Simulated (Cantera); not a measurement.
Feed: 1 mol BaF2, 13 mol H2O, 0.99 mol N2, held at 2075 K and 0.133 bar.

Equilibrium computed with Cantera from the NASA thermochemical tables; the gas is ideal and each condensed phase is pure. Candidate condensed phases: Ba, BaF2, BaO, Ba(OH)2, H2O; 45 gas species. Equilibrium is a limit: real reactors are often held back by kinetics, nucleation or transport.

Base state: H2O 0.800, N2 0.0652, BaF2 0.0451, HF 0.0412, Ba(OH)2 0.0200, H2 0.0143, O2 0.00584, OH 0.00557 (mole fractions); condensed: gas only.

Problem. What changes in the equilibrium state with this change: BaF2 replaced by CuF2?

Solution. 
```
species    before     after
-------  --------  --------
H2O         0.800     0.722
HF         0.0412     0.113
N2         0.0652    0.0596
Cu              0    0.0519
BaF2       0.0451         0
Ba(OH)2    0.0200         0
O2        0.00584    0.0285
H2         0.0143   0.00584
CuF             0   0.00802
BaF      0.000619         0
CuO             0  0.000319
```
Further candidate phases: Cu, CuF2, CuO, Cu(OH)2, Cu2O.
